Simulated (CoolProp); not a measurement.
Model: reference Helmholtz-energy equation of state, Lemmon 2006, in CoolProp. It is a short technical equation, of lower accuracy than the large ones.

Task: Give the vapour pressure (MPa), liquid density (kg/m³), vapour density (kg/m³) of saturated isohexane at 247.1, 308.8 K.

Result: 
```json
[
 {"T (K)": "247.1", "p (MPa)": "0.00201", "liquid density (kg/m³)": "694", "vapour density (kg/m³)": "0.0845"},
 {"T (K)": "308.8", "p (MPa)": "0.0431", "liquid density (kg/m³)": "639", "vapour density (kg/m³)": "1.49"}
]
```
